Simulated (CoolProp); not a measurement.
The fluid at 293.15 K and 0.349 MPa is throttled through a valve to 0.144 MPa with no heat exchange. The same conditions are run with several fluids, on thermodynamics alone (safety and materials aside).

Values from CoolProp's reference Helmholtz-energy equation of state of each fluid (propyne: Polt 1992; propane: Lemmon 2009; CH2F2 (R32): Tillner-Roth 1997; fluorine: de Reuck 1990; carbon monoxide: Lemmon 2006). The equations of Platzer and Polt are older, rougher fits.

```
fluid            temperature change (K)  final density (kg/m³)
---------------  ----------------------  ---------------------
propyne                            -5.6                   2.48
propane                            -3.9                   2.71
CH2F2 (R32)                        -5.7                   3.20
fluorine                           -0.4                   2.25
carbon monoxide                    -0.5                   1.66
```
